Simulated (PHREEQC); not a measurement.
## Brine (model solution)

A solution holds 0.91 mol H2SO4, 0.03 mol Na2SO4 and 0.082 mol LiCl per kg of water, at 5 °C. Closed to the air; pH follows from the charge balance.

The numbers come from PHREEQC with the ion-association model with the Debye-Hückel limiting law, phreeqc.dat.

No solid was allowed to form.

Problem. What pH, activity of water does the model give?

Solution. pH 0.58; activity of water 0.950.

Problem. In which forms is S present?

Solution. SO4-2 95 %, HSO4- 5.4 % of the S.

Ionic strength above about 0.7 mol/kgw puts this run outside the model's range. Complexes and solids missing from the database can't appear. Constants without temperature data keep their 25 °C values here.
